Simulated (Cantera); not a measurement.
**Counterflow diffusion flame**

A counterflow diffusion flame at 55000 Pa, nozzles 20 mm apart: fuel side CH₄ : C₂H₆ = 1 : 0.27 (molar parts) at 475 K, oxidiser side O₂ : N₂ = 0.28 : 0.72 (molar parts) at 323 K, fuel mass flux 0.75 times the oxidiser's; mixture-averaged transport, no radiation.

Cantera simulation using GRI-Mech 3.0 (53 species, 325 reactions); the numbers are that mechanism's predictions, not measurements. GRI-Mech 3.0 has no aromatics or soot, which form on the fuel side of real flames. The maximum strain rate includes the flame's own expansion and is several times the mean.

```json
[
 {"oxidiser flux (kg/m²/s)": "0.14", "max strain (1/s)": "197", "mean strain (1/s)": "31.6", "T max (K)": "2236", "peak x OH": "0.0143", "peak x H": "0.00813", "peak x NO": "0.000392", "peak x CO": "0.0905", "peak x C₂H₂": "0.0294"},
 {"oxidiser flux (kg/m²/s)": "0.2", "max strain (1/s)": "265", "mean strain (1/s)": "45.1", "T max (K)": "2217", "peak x OH": "0.0141", "peak x H": "0.00848", "peak x NO": "0.000355", "peak x CO": "0.0889", "peak x C₂H₂": "0.0284"},
 {"oxidiser flux (kg/m²/s)": "0.28", "max strain (1/s)": "356", "mean strain (1/s)": "63.1", "T max (K)": "2203", "peak x OH": "0.0139", "peak x H": "0.00885", "peak x NO": "0.000325", "peak x CO": "0.0876", "peak x C₂H₂": "0.0276"},
 {"oxidiser flux (kg/m²/s)": "0.4", "max strain (1/s)": "485", "mean strain (1/s)": "90.1", "T max (K)": "2186", "peak x OH": "0.0137", "peak x H": "0.00920", "peak x NO": "0.000291", "peak x CO": "0.0863", "peak x C₂H₂": "0.0265"},
 {"oxidiser flux (kg/m²/s)": "0.56", "max strain (1/s)": "650", "mean strain (1/s)": "126", "T max (K)": "2168", "peak x OH": "0.0133", "peak x H": "0.00947", "peak x NO": "0.000255", "peak x CO": "0.0850", "peak x C₂H₂": "0.0253"},
 {"oxidiser flux (kg/m²/s)": "0.8", "max strain (1/s)": "892", "mean strain (1/s)": "180", "T max (K)": "2148", "peak x OH": "0.0129", "peak x H": "0.00970", "peak x NO": "0.000216", "peak x CO": "0.0839", "peak x C₂H₂": "0.0238"},
 {"oxidiser flux (kg/m²/s)": "1.1", "max strain (1/s)": "1190", "mean strain (1/s)": "248", "T max (K)": "2129", "peak x OH": "0.0124", "peak x H": "0.00983", "peak x NO": "0.000180", "peak x CO": "0.0834", "peak x C₂H₂": "0.0224"}
]
```
x: mole fraction; the columns are a selection and need not sum to one.
